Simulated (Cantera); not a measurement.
What does this Cantera script print?

```python
import numpy as np
import cantera as ct

gas = ct.Solution("h2o2.yaml")
gas.TPX = 723, 101325, {'H2': 1, 'O2': 0.179, 'N2': 0.671, 'H2O': 0.021}
flame = ct.FreeFlame(gas, width=0.04)
flame.set_refine_criteria(ratio=3, slope=0.08, curve=0.16)
flame.transport_model = "mixture-averaged"
flame.solve(loglevel=0, auto=True)
z, T = flame.grid, flame.T
thick = (T[-1] - T[0]) / np.gradient(T, z).max()
show = ['H2', 'O2', 'H2O', 'O', 'H2O2', 'H']
print(f"laminar burning velocity  {flame.velocity[0] * 100:.3f} cm/s")
print(f"burnt temperature         {T[-1]:.1f} K")
print(f"thermal thickness         {thick * 1e3:.4f} mm")
print(f"grid points               {len(z)}")
z0 = z[flame.heat_release_rate.argmax()]
print(f"{'z/mm':>9s}{'T/K':>9s}{'u/(m/s)':>9s}" + "".join(f"{s:>11s}" for s in show))
rows = []
for k in (-3, -2, -1.5, -1, -0.5, -0.25, 0, 0.25, 0.5, 1, 2, 4, 8):
    zz = z0 + k * thick
    rows.append([k * thick, np.interp(zz, z, T), np.interp(zz, z, flame.velocity),
                 *(np.interp(zz, z, flame.X[gas.species_index(s)]) for s in show)])
    print(f"{rows[-1][0] * 1e3:9.3f}{rows[-1][1]:9.1f}{rows[-1][2]:9.3f}" + "".join(f"{x:11.3e}" for x in rows[-1][3:]))
```

Output:

```
laminar burning velocity  1154.867 cm/s
burnt temperature         2154.2 K
thermal thickness         0.5116 mm
grid points               149
     z/mm      T/K  u/(m/s)         H2         O2        H2O          O       H2O2          H
   -1.535    723.0   11.549  5.345e-01  9.567e-02  1.122e-02  1.916e-15  7.763e-12  9.986e-14
   -1.023    723.0   11.549  5.345e-01  9.567e-02  1.122e-02  1.287e-12  7.895e-12  7.533e-11
   -0.767    723.0   11.549  5.345e-01  9.567e-02  1.122e-02  8.533e-11  1.161e-11  5.738e-09
   -0.512    723.1   11.550  5.345e-01  9.567e-02  1.122e-02  1.953e-08  1.783e-09  1.449e-06
   -0.256    747.6   11.895  5.308e-01  9.526e-02  1.278e-02  2.012e-05  1.643e-06  8.056e-04
   -0.128    914.2   14.287  5.025e-01  8.933e-02  2.973e-02  3.447e-04  2.195e-06  1.091e-02
    0.000   1250.2   19.089  4.094e-01  5.373e-02  1.053e-01  2.214e-03  9.300e-07  5.313e-02
    0.128   1480.2   22.470  3.348e-01  1.172e-02  1.874e-01  1.553e-03  4.177e-07  8.517e-02
    0.256   1576.5   23.826  3.224e-01  1.828e-03  2.080e-01  6.605e-04  2.450e-07  8.599e-02
    0.512   1672.1   25.105  3.279e-01  2.022e-04  2.126e-01  4.390e-04  1.790e-07  7.508e-02
    1.023   1775.9   26.456  3.379e-01  9.378e-05  2.145e-01  3.313e-04  1.182e-07  6.024e-02
    2.046   1878.3   27.758  3.482e-01  5.907e-05  2.167e-01  2.153e-04  6.665e-08  4.508e-02
    4.092   1968.1   28.875  3.573e-01  3.161e-05  2.188e-01  1.178e-04  3.364e-08  3.150e-02
```

Cantera simulation using the H2/O2 subset of GRI-Mech 3.0, which has no nitrogen chemistry; the numbers are that mechanism's predictions, not measurements. Burning velocities carry a grid error of a few per cent, more on coarse grids.
